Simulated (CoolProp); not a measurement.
Vapour-liquid equilibrium of m-xylene (1) + o-xylene (2) at 0.0494 bar; x and y are mole fractions of (1).

Model: multi-fluid Helmholtz-energy mixture model, Zhou 2012 and Zhou 2012; pair parameters Bell 2016, in CoolProp.

Give the bubble temperature and the first vapour's composition at x = 0.65, 0.8, 0.95. Is there an azeotrope?

x = 0.65: 328.1 K, y = 0.694; x = 0.8: 327.5 K, y = 0.829; x = 0.95: 327.0 K, y = 0.958. No azeotrope shows between x = 0.05 and 0.95.

The pair parameters rest on a limited set of measurements; away from them the model extrapolates.
